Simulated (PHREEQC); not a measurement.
# Alkaline etch or developer: an equilibrium model

Dissolve 48 mmol/kgw NaOH, 12 mmol/kgw NaAlO2 and 8.3 mmol/kgw K2CO3 at 43 °C. Closed to the air; pH follows from the charge balance.

Computed with PHREEQC (ion-association model, wateq4f.dat).

No solid was allowed to form.

Estimate the pH, ionic strength.

pH 12.03; ionic strength 0.0766 mol/kgw.

In which forms is Na present?

Na+ 93 %, NaCO3- 6.9 % of the Na.

Species that the database lacks are ignored. At this temperature some constants are extrapolated from 25 °C, and those without enthalpy data are left unchanged.
